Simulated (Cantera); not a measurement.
# Gas activation for diamond growth

An isothermal, constant-pressure homogeneous reactor starts with CH4 : H2 : CO2 = 0.037 : 0.18 : 0.019 (molar parts), at 1775 K and 2400 Pa.

Detailed kinetics in Cantera: GRI-Mech 3.0 (53 species, 325 reactions). GRI-Mech 3.0 stops at C3 and has no aromatics, soot or wall deposition, so with more carbon than oxygen in the feed, carbon stays in small species such as C2H2 where larger ones or solid carbon would form. Radical loss at walls, strong at low pressure, is not modelled.

| t (s) | x CH4 | x H2 | x CO2 | x O | x C2H6 | x OH | x H |
|---|---|---|---|---|---|---|---|
| 6.00e-5 | 0.157 | 0.763 | 0.0805 | 1.18e-12 | 3.07e-10 | 9.02e-9 | 6.52e-6 |
| 0.000196 | 0.157 | 0.763 | 0.0805 | 1.65e-12 | 1.15e-8 | 2.71e-8 | 1.94e-5 |
| 0.000642 | 0.157 | 0.763 | 0.0805 | 6.49e-12 | 3.03e-7 | 8.64e-8 | 6.16e-5 |
| 0.00210 | 0.156 | 0.762 | 0.0802 | 5.76e-11 | 4.75e-6 | 2.83e-7 | 0.000199 |
| 0.00687 | 0.151 | 0.761 | 0.0772 | 5.63e-10 | 3.63e-5 | 9.61e-7 | 0.000607 |
| 0.0225 | 0.119 | 0.765 | 0.0595 | 1.91e-9 | 4.58e-5 | 2.38e-6 | 0.000945 |
| 0.0735 | 0.0633 | 0.770 | 0.0232 | 3.57e-9 | 1.56e-5 | 4.77e-6 | 0.00108 |
| 0.240 | 0.0208 | 0.782 | 0.00216 | 5.51e-9 | 2.24e-6 | 6.89e-6 | 0.00134 |
| 0.786 | 0.00744 | 0.796 | 0.00150 | 6.08e-9 | 3.41e-7 | 6.71e-6 | 0.00156 |
| 2.57 | 0.00485 | 0.811 | 0.00115 | 4.35e-9 | 1.49e-7 | 4.36e-6 | 0.00162 |
| 8.41 | 0.00252 | 0.828 | 0.000449 | 1.62e-9 | 4.09e-8 | 1.45e-6 | 0.00168 |
| 27.5 | 0.000688 | 0.837 | 2.89e-5 | 1.04e-10 | 3.27e-9 | 8.83e-8 | 0.00172 |
| 90.0 | 0.000225 | 0.837 | 7.66e-9 | <1e-12 | 5.09e-10 | 2.34e-11 | 0.00172 |
x: mole fraction; the columns are a selection and need not sum to one.

Equilibrium at this temperature and pressure: CH4 0.000224, H2 0.837, CO2 2.17e-9, O <1e-12, C2H6 5.07e-10, OH 6.66e-12, H 0.00172 (gas phase only).
